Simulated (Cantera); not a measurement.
A freely propagating, adiabatic, planar premixed flame of CH4 : O2 : N2 = 1 : 1.54 : 5.78 (molar parts), equivalence ratio 1.3, unburnt at 550 K and 2.40 bar; multicomponent+Soret transport, grid criteria slope 0.08 and curve 0.16, no radiation.

Detailed kinetics in Cantera: GRI-Mech 3.0 (53 species, 325 reactions). Burning velocities carry a grid error of a few per cent, more on coarse grids.

x: mole fraction of selected species; z is measured from the peak of heat release.

```tsv
z (mm)	T (K)	u (m/s)	x CH4	x O2	x HO2	x HCN	x NO	x H
-0.680	551	0.580	0.120	0.185	8.47e-8	<1e-8	<1e-8	<1e-8
-0.453	556	0.587	0.119	0.184	1.01e-6	1.49e-8	2.68e-8	<1e-8
-0.340	574	0.608	0.116	0.183	4.73e-6	8.94e-8	1.33e-7	<1e-8
-0.227	___	0.736	___	0.174	___	___	___	___
-0.113	1158	1.26	0.0713	0.129	0.000102	6.97e-6	9.72e-6	2.89e-5
-0.0566	1559	1.72	0.0390	0.0840	0.000121	1.51e-5	2.02e-5	0.000317
0	1925	2.15	0.0103	0.0362	5.08e-5	2.87e-5	3.68e-5	0.00202
0.0566	2094	2.35	0.00117	0.0108	8.66e-6	3.76e-5	6.22e-5	0.00457
0.113	2140	2.39	0.000105	0.00320	2.12e-6	2.93e-5	8.58e-5	0.00569
0.227	2166	2.42	1.50e-6	0.000744	6.64e-7	1.25e-5	0.000108	0.00545
0.453	2190	2.44	<1e-8	___	___	___	0.000120	___
0.906	2211	2.46	<1e-8	0.000163	1.47e-7	4.77e-7	0.000124	0.00285
1.81	2227	2.47	<1e-8	6.33e-5	4.81e-8	6.56e-8	0.000126	0.00176
```

Question: Some entries are withheld; supply them.

Answer: 
- -0.227, T (K): 690
- -0.227, x CH4: 0.106
- -0.227, x HO2: 3.28e-5
- -0.227, x HCN: 9.14e-7
- -0.227, x NO: 1.17e-6
- -0.227, x H: 9.08e-8
- 0.453, x O2: 0.000348
- 0.453, x HO2: 3.40e-7
- 0.453, x HCN: 2.99e-6
- 0.453, x H: 0.00422
